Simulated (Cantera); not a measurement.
# Equilibrium for carbon deposition, reforming and gasification: toluene + CO2 + N2

Charge: 1 mol toluene, 0.19 mol CO2, 0.27 mol N2, at 14.0 bar.

Cantera equilibrium calculation (NASA polynomials, part measured and part estimated; ideal gas, pure solids and liquids). Candidate condensed phases: C, C6H6, C7H8, C8H18, H2O; 136 gas species. Kinetics and transport are ignored.

From 723 K to 1023 K the condensed part is C(graphite). The main C-bearing gas is CH4 throughout. The share of C in condensed phases is highest at 1023 K (84.4 %) and lowest at 723 K (76.1 %).

| T (K) | x CH4 | x H2 | x H2O | x N2 | x CO | n C(graphite) |
|---|---|---|---|---|---|---|
| 723 | 0.659 | 0.0939 | 0.136 | 0.104 | 0.000504 | 5.47 |
| 748 | 0.639 | 0.117 | 0.133 | 0.103 | 0.000838 | 5.50 |
| 773 | 0.616 | 0.144 | 0.130 | 0.101 | 0.00135 | 5.53 |
| 798 | 0.591 | 0.174 | 0.126 | 0.0996 | 0.00209 | 5.57 |
| 823 | 0.562 | 0.207 | 0.122 | 0.0977 | 0.00316 | 5.62 |
| 848 | 0.531 | 0.243 | 0.117 | 0.0957 | 0.00465 | 5.67 |
| 873 | 0.499 | 0.282 | 0.112 | 0.0935 | 0.00665 | 5.72 |
| 898 | 0.464 | 0.322 | 0.106 | 0.0911 | 0.00927 | 5.77 |
| 923 | 0.429 | 0.363 | 0.0989 | 0.0887 | 0.0126 | 5.83 |
| 948 | 0.393 | 0.405 | 0.0916 | 0.0862 | 0.0167 | 5.89 |
| 973 | 0.358 | 0.446 | 0.0838 | 0.0837 | 0.0216 | 5.95 |
| 998 | 0.323 | 0.486 | 0.0755 | 0.0812 | 0.0272 | 6.01 |
| 1023 | 0.290 | 0.525 | 0.0670 | 0.0788 | 0.0333 | 6.07 |
x: gas mole fraction; n: condensed amount in mol.
